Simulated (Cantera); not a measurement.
A closed system holds: 1 mol V2O3, a varied amount of H2, held at 2150 K and 1 atm.

These are equilibrium values from Cantera (NASA tables, ideal gas, pure condensed phases), not measurements of a reactor. Candidate condensed phases: H2O, V, VO, V2O3, V2O4, V2O5; 12 gas species. Mutual solubility and eutectic melting of coexisting phases are not modelled. VO: taken at fixed stoichiometry. Condensed phases not in the tables: the oxides between V2O3 and V2O5 other than VO2, N, O or C dissolved in the metal. Kinetics and transport are ignored.

x: gas mole fraction; n: condensed amount in mol.

```json
[
 {"n(H2) (mol)": "12", "x H2": "0.941", "x H2O": "0.0548", "x H": "0.00406", "x VO2": "[?]", "x OH": "3.06e-5", "x V": "1.84e-7", "x VO": "1.44e-5", "n VO(l)": "1.32", "n V2O3(s)": "0.339", "n V(s)": "0"},
 {"n(H2) (mol)": "20", "x H2": "0.946", "x H2O": "0.0498", "x H": "0.00408", "x VO2": "[?]", "x OH": "2.77e-5", "x V": "2.04e-7", "x VO": "1.44e-5", "n VO(l)": "2.00", "n V2O3(s)": "0", "n V(s)": "0"},
 {"n(H2) (mol)": "34", "x H2": "0.967", "x H2O": "0.0293", "x H": "0.00412", "x VO2": "[?]", "x OH": "1.61e-5", "x V": "3.54e-7", "x VO": "1.44e-5", "n VO(l)": "2.00", "n V2O3(s)": "0", "n V(s)": "0"},
 {"n(H2) (mol)": "59", "x H2": "0.979", "x H2O": "0.0169", "x H": "0.00415", "x VO2": "[?]", "x OH": "9.22e-6", "x V": "6.22e-7", "x VO": "1.44e-5", "n VO(l)": "2.00", "n V2O3(s)": "0", "n V(s)": "0"},
 {"n(H2) (mol)": "100", "x H2": "0.986", "x H2O": "0.00995", "x H": "0.00416", "x VO2": "[?]", "x OH": "5.42e-6", "x V": "1.06e-6", "x VO": "1.44e-5", "n VO(l)": "2.00", "n V2O3(s)": "0", "n V(s)": "0"},
 {"n(H2) (mol)": "170", "x H2": "0.990", "x H2O": "0.00586", "x H": "0.00417", "x VO2": "[?]", "x OH": "3.18e-6", "x V": "1.81e-6", "x VO": "1.44e-5", "n VO(l)": "2.00", "n V2O3(s)": "0", "n V(s)": "0"},
 {"n(H2) (mol)": "290", "x H2": "0.992", "x H2O": "0.00343", "x H": "0.00417", "x VO2": "[?]", "x OH": "1.87e-6", "x V": "3.10e-6", "x VO": "1.44e-5", "n VO(l)": "1.99", "n V2O3(s)": "0", "n V(s)": "0"},
 {"n(H2) (mol)": "500", "x H2": "0.994", "x H2O": "0.00200", "x H": "0.00418", "x VO2": "[?]", "x OH": "1.08e-6", "x V": "5.34e-6", "x VO": "1.44e-5", "n VO(l)": "1.99", "n V2O3(s)": "0", "n V(s)": "0"},
 {"n(H2) (mol)": "850", "x H2": "0.995", "x H2O": "0.00118", "x H": "0.00418", "x VO2": "[?]", "x OH": "6.40e-7", "x V": "9.03e-6", "x VO": "1.44e-5", "n VO(l)": "1.98", "n V2O3(s)": "0", "n V(s)": "0"},
 {"n(H2) (mol)": "1500", "x H2": "0.995", "x H2O": "0.000679", "x H": "0.00418", "x VO2": "[?]", "x OH": "3.68e-7", "x V": "1.57e-5", "x VO": "1.44e-5", "n VO(l)": "1.95", "n V2O3(s)": "0", "n V(s)": "0"},
 {"n(H2) (mol)": "2500", "x H2": "0.995", "x H2O": "0.000571", "x H": "0.00418", "x VO2": "[?]", "x OH": "3.10e-7", "x V": "1.87e-5", "x VO": "1.44e-5", "n VO(l)": "1.53", "n V2O3(s)": "0", "n V(s)": "0.387"}
]
```

### Question
Fill in the missing entries.

### Answer

- 12, x VO2: 0.000125
- 20, x VO2: 0.000113
- 34, x VO2: 6.49e-5
- 59, x VO2: 3.69e-5
- 100, x VO2: 2.16e-5
- 170, x VO2: 1.27e-5
- 290, x VO2: 7.42e-6
- 500, x VO2: 4.30e-6
- 850, x VO2: 2.54e-6
- 1500, x VO2: 1.46e-6
- 2500, x VO2: 1.23e-6
